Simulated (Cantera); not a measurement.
# FeS2 + H2 + H2O (hydrogen reduction and annealing atmospheres)

Feed: 1 mol FeS2, 5.4 mol H2, 0.6 mol H2O, held at 2223 K and 0.900 Torr.

Cantera equilibrium calculation (NASA polynomials, part measured and part estimated; ideal gas, pure solids and liquids). Candidate condensed phases: Fe, FeO, Fe(OH)2, Fe(OH)3, FeS, FeSO4, FeS2, Fe2O3, Fe2(SO4)3, Fe3O4, H2O, H2SO4, S; 22 gas species. The numbers say what is thermodynamically allowed, not how fast it happens.

```yaml
x(H2): 0.545
x(H): 0.137
x(Fe): 0.110
x(S): 0.0757
x(S2): 0.0490
x(H2O): 0.0354
x(SO): 0.0243
x(SH): 0.0182
x(SO2): 0.00227
gas_amount: 9.087 mol
log10 activity of Fe(l) (absent): -1.41
log10 activity of S(l) (absent): -3.79
```
